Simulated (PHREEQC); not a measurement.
Make-up at 25 °C: 0.014 mol/kgw HNO3, 0.0038 mol/kgw CaCl2 and 0.24 mol/kgw CuCl2. Closed to the air; pH follows from the charge balance.

All values are PHREEQC results (ion-association model, phreeqc.dat), not measurements.

No solid was allowed to form.

Task: Order these Cu species by the share of Cu that they hold, largest first: CuCl+, Cu+2, CuCl2.

Result: Cu+2 (77 %), CuCl+ (21 %), CuCl2 (1.7 %)

Task: Order these Cl species by the share of Cl that they hold, largest first: CuCl2, Cl-, CuCl+.

Result: Cl- (88 %), CuCl+ (10 %), CuCl2 (1.6 %)

The pH is 1.98 and the ionic strength 0.633 mol/kgw. Complexes and solids missing from the database can't appear.
